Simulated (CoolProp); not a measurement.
Model: reference Helmholtz-energy equation of state, Thol 2017, in CoolProp.

Problem. Give the vapour pressure (kPa), liquid density (kg/m³), vapour density (kg/m³) of saturated decamethyltetrasiloxane (MD2M) at 363.4, 371.5 K.

Solution. 
```csv
T (K),p (kPa),liquid density (kg/m³),vapour density (kg/m³)
363.4,2.95,783,0.304
371.5,4.28,775,0.433
```
